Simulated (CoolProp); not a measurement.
Vapour-liquid equilibrium of isobutane (1) + isobutene (2) at 0.346 MPa; x and y are mole fractions of (1).

Model: multi-fluid Helmholtz-energy mixture model, Bücker 2006 and Lemmon 2005; pair parameters Bell 2016, in CoolProp.

Give the bubble temperature and the first vapour's composition at x = 0.425, 0.725, 0.8. Is there an azeotrope?

x = 0.425: 299.8 K, y = 0.457; x = 0.725: 298.6 K, y = 0.744; x = 0.8: 298.3 K, y = 0.814. No azeotrope shows between x = 0.05 and 0.95.

The pair parameters rest on a limited set of measurements; away from them the model extrapolates.
